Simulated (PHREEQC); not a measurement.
0.055 g of hydrous ferric oxide (600 m²/g; 0.2 weak and 0.005 strong sites per Fe, Dzombak-Morel constants, diffuse double layer) in 1 kg of water with 0.005 mol/kgw of an inert sodium salt and 0.00017 mmol/kgw CuSO4, at 25 °C; the pH is set by adding NaOH or the inert anion's acid. Oxygen alone is held at its pressure in air (log pO2 = -0.68). No CO2 enters from the air. No solid was allowed to form.

Base run: PHREEQC, ion-association model, wateq4f.dat. Each further column changes one thing. The table gives Cu sorbed (%).

```
pH   base  no electrostatic term (-no_edl)  background salt from 0.005 to 0.0005 mol/kgw  oxide from 0.055 to 0.28 g/kgw  5e-05 mol/kgw CaCl2 added
---  ----  -------------------------------  --------------------------------------------  ------------------------------  -------------------------
4     0.6                              1.1                                           0.4                             2.8                        0.6
4.5   4.0                              9.9                                           2.9                            17.5                        4.0
5    23.6                             51.9                                          19.1                            61.2                       23.7
5.5  70.0                       (withheld)                                          66.3                            92.4                       70.1
6    94.8                             99.0                                          94.5                            99.0                       94.8
6.5  99.3                             99.9                                          99.3                            99.9                       99.3
7    99.8                            100.0                                          99.8                           100.0                       99.8
7.5  99.9                            100.0                                          99.9                           100.0                       99.9
8    99.9                             99.9                                          99.9                           100.0                       99.7
8.5  99.9                             99.7                                          99.9                           100.0                       99.4
9    99.9                             98.4                                          99.9                           100.0                 (withheld)
9.5  99.8                             90.0                                          99.9                           100.0                 (withheld)
10   99.8                             51.6                                          99.9                           100.0                 (withheld)
```

Task: Some entries are withheld; supply them.

Result: 
- 5.5, no electrostatic term (-no_edl): 91.3
- 9, 5e-05 mol/kgw CaCl2 added: 98.6
- 9.5, 5e-05 mol/kgw CaCl2 added: 96.2
- 10, 5e-05 mol/kgw CaCl2 added: 89.5

The database's constant for dissolved Cu(OH)2 is higher than later reviews accept.
